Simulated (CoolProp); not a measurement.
The fluid at 332.67 K and 8.85 MPa (liquid) is heated at constant pressure to 366.8 K. The same conditions are run with several fluids, on thermodynamics alone (safety and materials aside).

Model: reference Helmholtz-energy equation of state of each fluid (isobutene: Lemmon 2005; benzene: Thol 2012; propyne: Polt 1992; isobutane: Bücker 2006; R143a: Lemmon and Jacobsen 2000), in CoolProp. The equations of Platzer and Polt are older, rougher fits.

Rank isobutene, benzene, propyne, isobutane, R143a by heat (kJ/kg), highest first.

propyne (97.4), isobutane (90.7), isobutene (87.9), benzene (64.0), R143a (62.6)

```csv
fluid,final phase,final density (kg/m³)
isobutene,liquid,518
benzene,liquid,809
propyne,liquid,510
isobutane,liquid,483
R143a,supercritical,694
```
